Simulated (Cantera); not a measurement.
## Thermodynamics of silicon epitaxy and polysilicon growth, feed Si3H8 + N2

Feed: 1 mol Si3H8, 290 mol N2, held at 2.80 mbar.

Cantera equilibrium calculation (NASA polynomials, part measured and part estimated; ideal gas, pure solids and liquids). Candidate condensed phases: Si, Si3N4; 18 gas species. The feed counts by its element totals alone. N2 is the only nitrogen source here; it is nearly inert below about 1500 K, so the nitride shown seldom forms there in practice. The tables' values for SiN are old estimates; treat these amounts as uncertain. Rates play no part.

| T (°C) | log p N2 | log p H2 | log p Si | log p H | n Si3N4(s) | n Si(l) |
|---|---|---|---|---|---|---|
| 975 | -2.56 | -4.42 | -14.02 | -8.54 | 1.00 | 0 |
| 1025 | -2.56 | -4.42 | -12.90 | -8.18 | 1.00 | 0 |
| 1075 | -2.56 | -4.42 | -11.87 | -7.84 | 1.00 | 0 |
| 1125 | -2.56 | -4.42 | -10.91 | -7.53 | 1.00 | 0 |
| 1175 | -2.56 | -4.42 | -10.02 | -7.24 | 1.000 | 0 |
| 1225 | -2.56 | -4.42 | -9.19 | -6.97 | 1.000 | 0 |
| 1275 | -2.56 | -4.42 | -8.41 | -6.72 | 1.000 | 0 |
| 1325 | -2.56 | -4.42 | -7.68 | -6.48 | 0.999 | 0 |
| 1375 | -2.56 | -4.42 | -7.00 | -6.26 | 0.996 | 0 |
| 1425 | -2.56 | -4.42 | -6.36 | -6.05 | 0.983 | 0 |
| 1475 | -2.56 | -4.43 | -5.84 | -5.85 | 0 | 2.83 |
log p: log10 of the partial pressure in bar; n: condensed amount in mol.

From 975 °C to 1425 °C the condensed part is Si3N4(s). At 1475 °C the condensed part is Si(l).
